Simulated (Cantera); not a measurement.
An isothermal, constant-pressure homogeneous reactor starts with 31.5 % H2, 68.5 % O2, equivalence ratio 0.23, at 1125 K and 20.0 Torr.

Model: the H2/O2 subset of GRI-Mech 3.0, which has no nitrogen chemistry, integrated in Cantera. Radical loss at walls, strong at low pressure, is not modelled. The temperature is held fixed by assumption; the heat of reaction is taken as removed at once.

One state of this run: x H2 = 1.17e-5; x O2 = 0.626; x HO2 = 8.61e-7; x H2O2 = 2.04e-7; x H2O = 0.374. x: mole fraction; the columns are a selection and need not sum to one.

Problem. Which value of t (s) does it belong to?
A) 5.00
B) 0.0640
C) 0.00469
D) 6.00e-5

Solution. B, 0.0640
